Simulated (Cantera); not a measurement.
A Cantera script and its output.

```python
import numpy as np
import cantera as ct

gas = ct.Solution("gri30.yaml")
gas.TPX = 448, 310000, {'CH4': 0.64, 'C2H6': 0.12, 'C3H8': 0.06, 'O2': 5.33, 'N2': 20.1, 'H2O': 0.54}
inlet = ct.Reservoir(gas, clone=True)
gas.equilibrate("HP")  # start burning
reactor = ct.IdealGasConstPressureReactor(gas, energy="on", clone=False)
exhaust = ct.Reservoir(gas, clone=True)
tau = [0.059, 0.029, 0.014, 0.0071, 0.0035, 0.0017, 0.00086, 0.00043, 0.00021, 0.0001, 5.2e-05, 2.6e-05][0]
for a, b in ((inlet, reactor), (reactor, exhaust)):
    ct.MassFlowController(a, b, mdot=lambda t: reactor.mass / tau)
net = ct.ReactorNet([reactor])
show = ['CH4', 'C2H6', 'C3H8', 'CH2', 'H']

rows = []
print(f"{'tau/s':>10s}{'T/K':>9s}" + "".join(f"{s:>11s}" for s in show))
for tau in [0.059, 0.029, 0.014, 0.0071, 0.0035, 0.0017, 0.00086, 0.00043, 0.00021, 0.0001, 5.2e-05, 2.6e-05]:
    net.initial_time = 0.0
    net.advance(30 * tau)
    before = gas.X
    net.advance(40 * tau)
    drift = np.max(np.abs(gas.X - before) / (gas.X + 1e-9))
    rows.append([gas.T, *gas[show].X, drift])
    print(f"{tau:10.3e}{gas.T:9.1f}" + "".join(f"{x:11.3e}" for x in gas[show].X))
```

Output:

```
     tau/s      T/K        CH4       C2H6       C3H8        CH2          H
 5.900e-02   1315.8  1.424e-04  7.166e-06  3.546e-06  3.377e-09  6.695e-07
 2.900e-02   1290.3  3.290e-04  1.687e-05  7.978e-06  4.647e-09  1.259e-06
 1.400e-02    448.0  2.389e-02  4.479e-03  2.240e-03 -1.242e-35 -3.089e-35
 7.100e-03    448.0  2.389e-02  4.479e-03  2.240e-03  1.624e-38  4.083e-38
 3.500e-03    448.0  2.389e-02  4.479e-03  2.240e-03  1.079e-38  2.707e-38
 1.700e-03    448.0  2.389e-02  4.479e-03  2.240e-03 -1.191e-39 -2.841e-39
 8.600e-04    448.0  2.389e-02  4.479e-03  2.240e-03 -2.871e-41 -9.753e-42
 4.300e-04    448.0  2.389e-02  4.479e-03  2.240e-03 -1.092e-41 -1.872e-42
 2.100e-04    448.0  2.389e-02  4.479e-03  2.240e-03  3.268e-44  1.082e-41
 1.000e-04    448.0  2.389e-02  4.479e-03  2.240e-03 -1.414e-43  1.893e-41
 5.200e-05    448.0  2.389e-02  4.479e-03  2.240e-03  3.808e-44  9.727e-42
 2.600e-05    448.0  2.389e-02  4.479e-03  2.240e-03  1.316e-45  1.627e-41
```

Computed with Cantera and GRI-Mech 3.0 (53 species, 325 reactions).
